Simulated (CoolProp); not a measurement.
Properties of water along the isobar 100000 kPa (Tc = 373.9 °C, pc = 22060 kPa, ω = 0.344).

Model: reference Helmholtz-energy equation of state, Wagner 2002, in CoolProp.

```json
[
 {"T (°C)": "279.65", "phase": "liquid", "Z": "0.4634", "Joule-Thomson coefficient (K/MPa)": "-0.07997", "isothermal compressibility (1/MPa)": "0.0008264"},
 {"T (°C)": "320.55", "phase": "liquid", "Z": "0.4567", "Joule-Thomson coefficient (K/MPa)": "-0.03000", "isothermal compressibility (1/MPa)": "…"},
 {"T (°C)": "361.55", "phase": "liquid", "Z": "0.4569", "Joule-Thomson coefficient (K/MPa)": "0.03934", "isothermal compressibility (1/MPa)": "0.001511"},
 {"T (°C)": "402.55", "phase": "supercritical", "Z": "0.4653", "Joule-Thomson coefficient (K/MPa)": "0.1366", "isothermal compressibility (1/MPa)": "0.002165"},
 {"T (°C)": "443.55", "phase": "supercritical", "Z": "0.4839", "Joule-Thomson coefficient (K/MPa)": "0.2718", "isothermal compressibility (1/MPa)": "…"},
 {"T (°C)": "484.55", "phase": "supercritical", "Z": "0.5151", "Joule-Thomson coefficient (K/MPa)": "0.4497", "isothermal compressibility (1/MPa)": "…"},
 {"T (°C)": "525.55", "phase": "supercritical", "Z": "0.5600", "Joule-Thomson coefficient (K/MPa)": "0.6529", "isothermal compressibility (1/MPa)": "0.006650"},
 {"T (°C)": "566.45", "phase": "supercritical", "Z": "…", "Joule-Thomson coefficient (K/MPa)": "…", "isothermal compressibility (1/MPa)": "0.008420"},
 {"T (°C)": "607.45", "phase": "supercritical", "Z": "0.6737", "Joule-Thomson coefficient (K/MPa)": "…", "isothermal compressibility (1/MPa)": "…"}
]
```

### Question
Some entries are withheld; supply them.

### Answer

- 320.55, isothermal compressibility (1/MPa): 0.001096
- 443.55, isothermal compressibility (1/MPa): 0.003200
- 484.55, isothermal compressibility (1/MPa): 0.004745
- 566.45, Z: 0.6151
- 566.45, Joule-Thomson coefficient (K/MPa): 0.8458
- 607.45, Joule-Thomson coefficient (K/MPa): 0.9925
- 607.45, isothermal compressibility (1/MPa): 0.009619
